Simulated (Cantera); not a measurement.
A perfectly stirred reactor is fed with 4.55 % C2H6, 18.5 % O2, 69.6 % N2, 7.28 % H2O, equivalence ratio 0.86, at 12.0 bar; it is adiabatic with a 725 K inlet, and is followed from long to short residence time, starting on the burning branch (τ in s: 0.05, 0.025, 0.013, 0.0067, 0.0034, 0.0017, 0.00089, 0.00046, 0.00023, 0.00012, 6.2e-05, 3.1e-05).

Model: GRI-Mech 3.0 (53 species, 325 reactions), integrated in Cantera. The pressure lies above the range GRI-Mech 3.0 was tuned for (to about 10 atm).

One state of this run: T (K) = 2186; x C2H6 = 2.93e-5; x O2 = 0.0326; x H2O = 0.194; x NO2 = 2.23e-7; x CO = 0.0130. x: mole fraction; the columns are a selection and need not sum to one.

Problem. Which value of τ (s) does it belong to?
A. 0.00012
B. 0.025
C. 0.0017
D. 6.2e-5

Solution. D, 6.2e-5
